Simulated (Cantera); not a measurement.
Source: NASA polynomial tables (part measured, part estimated), evaluated in Cantera. Values are per mole of reaction as written; species without (g) are pure solids or liquids, kept so even where they would boil at 1 bar.

2 H(g) + 2 Cu(OH)2 = Cu2O + 3 H2O(g)

```tsv
T (K)	ΔH° (kJ)	ΔS° (J/K)	ΔG° (kJ)	log10 K
300	-431.6	212.2	-495.2	86.22
1075	-489.6	118.0	-616.5	29.95
1125	…	…	…	…
1175	…	…	…	…
1225	-500.0	108.9	-633.4	27.01
1275	…	…	…	…
1325	-506.2	104.0	-644.1	25.39
1375	-509.1	101.9	-649.2	24.66
1425	…	…	…	…
```

**Question.** Complete the blanks.

**Answer.** 
- 1125, ΔH° (kJ): -493.2
- 1125, ΔS° (J/K): 114.7
- 1125, ΔG° (kJ): -622.3
- 1125, log10 K: 28.89
- 1175, ΔH° (kJ): -496.7
- 1175, ΔS° (J/K): 111.7
- 1175, ΔG° (kJ): -627.9
- 1175, log10 K: 27.91
- 1275, ΔH° (kJ): -503.2
- 1275, ΔS° (J/K): 106.4
- 1275, ΔG° (kJ): -638.8
- 1275, log10 K: 26.17
- 1425, ΔH° (kJ): -511.8
- 1425, ΔS° (J/K): 100.0
- 1425, ΔG° (kJ): -654.3
- 1425, log10 K: 23.98
